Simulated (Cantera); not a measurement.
Input (Python, Cantera):

```python
import numpy as np
import cantera as ct

gas = ct.Solution("h2o2.yaml")
gas.TPX = 1675, 500000, {'H2': 1, 'O2': 0.33, 'N2': 2.5}
reactor = ct.IdealGasReactor(gas, energy="on", clone=False)
net = ct.ReactorNet([reactor])
net.rtol, net.atol = 1e-08, 1e-16
show = ['H2', 'O2', 'OH', 'H', 'H2O2', 'H2O', 'HO2']
times = np.geomspace(1e-06, 0.6, 15)

steps = ct.SolutionArray(gas, extra=["t"])
rows = []
print(f"{'t/s':>10s}{'T/K':>9s}{'P/Pa':>11s}" + "".join(f"{s:>11s}" for s in show))
for t in times:
    while net.time < t:
        t_next = net.step()
        steps.append(gas.state, t=t_next)
    rows.append([np.interp(t, steps.t, y) for y in (steps.T, steps.P, *steps(*show).X.T)])
    print(f"{t:10.3e}{rows[-1][0]:9.1f}{rows[-1][1]:11.4g}" + "".join(f"{x:11.3e}" for x in rows[-1][2:]))
rate = np.gradient(steps.T, steps.t)
print("integrator steps:", len(steps.t))
if steps.T.max() > steps.T[0] + 200:
    print(f"time of steepest temperature rise: {steps.t[rate.argmax()]:.4e} s")
gas.TPX = 1675, 500000, {'H2': 1, 'O2': 0.33, 'N2': 2.5}
gas.equilibrate("UV")
print(f"equilibrium (UV): T = {gas.T:.1f} K  " + "  ".join(f"{s} {gas[s].X[0]:.3e}" for s in show))
```

Output:

```
       t/s      T/K       P/Pa         H2         O2         OH          H       H2O2        H2O        HO2
 1.000e-06   1675.1      5e+05  2.609e-01  8.608e-02  1.160e-05  1.072e-04  2.905e-07  1.206e-04  1.064e-05
 2.587e-06   1949.4  5.748e+05  1.035e-01  1.911e-02  1.188e-02  8.042e-02  1.464e-06  1.146e-01  3.734e-05
 6.690e-06   2689.6  7.563e+05  9.304e-02  2.453e-03  1.462e-02  3.360e-02  3.678e-07  1.600e-01  4.340e-06
 1.731e-05   2920.2  8.086e+05  9.470e-02  7.672e-04  9.495e-03  1.664e-02  2.247e-07  1.737e-01  1.378e-06
 4.476e-05   2948.0  8.148e+05  9.489e-02  5.997e-04  8.600e-03  1.461e-02  1.963e-07  1.755e-01  1.064e-06
 1.158e-04   2948.2  8.148e+05  9.489e-02  5.987e-04  8.595e-03  1.460e-02  1.962e-07  1.755e-01  1.062e-06
 2.995e-04   2948.2  8.148e+05  9.489e-02  5.987e-04  8.595e-03  1.460e-02  1.962e-07  1.755e-01  1.062e-06
 7.746e-04   2948.2  8.148e+05  9.489e-02  5.987e-04  8.595e-03  1.460e-02  1.962e-07  1.755e-01  1.062e-06
 2.004e-03   2948.2  8.148e+05  9.489e-02  5.987e-04  8.595e-03  1.460e-02  1.962e-07  1.755e-01  1.062e-06
 5.182e-03   2948.2  8.148e+05  9.489e-02  5.987e-04  8.595e-03  1.460e-02  1.962e-07  1.755e-01  1.062e-06
 1.340e-02   2948.2  8.148e+05  9.489e-02  5.987e-04  8.595e-03  1.460e-02  1.962e-07  1.755e-01  1.062e-06
 3.467e-02   2948.2  8.148e+05  9.489e-02  5.987e-04  8.595e-03  1.460e-02  1.962e-07  1.755e-01  1.062e-06
 8.968e-02   2948.2  8.148e+05  9.489e-02  5.987e-04  8.595e-03  1.460e-02  1.962e-07  1.755e-01  1.062e-06
 2.320e-01   2948.2  8.148e+05  9.489e-02  5.987e-04  8.595e-03  1.460e-02  1.962e-07  1.755e-01  1.062e-06
 6.000e-01   2948.2  8.148e+05  9.489e-02  5.987e-04  8.595e-03  1.460e-02  1.962e-07  1.755e-01  1.062e-06
integrator steps: 1099
time of steepest temperature rise: 2.4834e-06 s
equilibrium (UV): T = 2948.2 K  H2 9.489e-02  O2 5.987e-04  OH 8.595e-03  H 1.460e-02  H2O2 1.962e-07  H2O 1.755e-01  HO2 1.062e-06
```

Computed with Cantera and the H2/O2 subset of GRI-Mech 3.0, which has no nitrogen chemistry. The hydrogen kinetics of GRI-Mech 3.0 are dated; newer H2 mechanisms differ, most at raised pressure.
